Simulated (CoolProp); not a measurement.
Isopentane along the isotherm 496.3 K: Z from the reference equation and from simpler models built on Tc = 460.3 K, pc = 3378 kPa, ω = 0.227; each cubic takes its own stable root.

Computed with CoolProp (reference Helmholtz-energy equation of state, Lemmon 2006). It is a short technical equation, of lower accuracy than the large ones.

```
p (kPa)          phase  reference
-------  -------------  ---------
938                gas     0.9222
1880               gas     0.8352
2820               gas     0.7363
3750     supercritical     0.6209
4690     supercritical     0.4796
5630     supercritical     0.3713
6570     supercritical     0.3618
7510     supercritical     0.3800
8450     supercritical     0.4053
```

### Question
How far does each simpler model (van der Waals, Redlich-Kwong, Soave-Redlich-Kwong, Peng-Robinson) lie from the reference over these 9 states: mean and median of the absolute difference, and the worst?

### Answer
- van der Waals: mean 11.7 %, median 11.5 %, worst +27.9 % at 496.3 K and 8450 kPa
- Redlich-Kwong: mean 5.3 %, median 4.2 %, worst +11.2 % at 496.3 K and 7510 kPa
- Soave-Redlich-Kwong: mean 8.6 %, median 6.3 %, worst +18.2 % at 496.3 K and 6570 kPa
- Peng-Robinson: mean 4.2 %, median 2.5 %, worst +9.1 % at 496.3 K and 5630 kPa
